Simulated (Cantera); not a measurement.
Charge: 1 mol HgO, 0.75 mol H2, equilibrated at 527 °C and 750 Torr.

Equilibrium computed with Cantera from the NASA thermochemical tables; the gas is ideal and each condensed phase is pure. Candidate condensed phases: H2O, Hg, HgO; 10 gas species. Equilibrium is a limit: real reactors are often held back by kinetics, nucleation or transport.

Q: What is the equilibrium state?

A: 
- x(Hg): 0.533
- x(H2O): 0.400
- x(O2): 0.0667
- gas amount: 1.875 mol
- log10 activity of Hg(l) (absent): -1.31
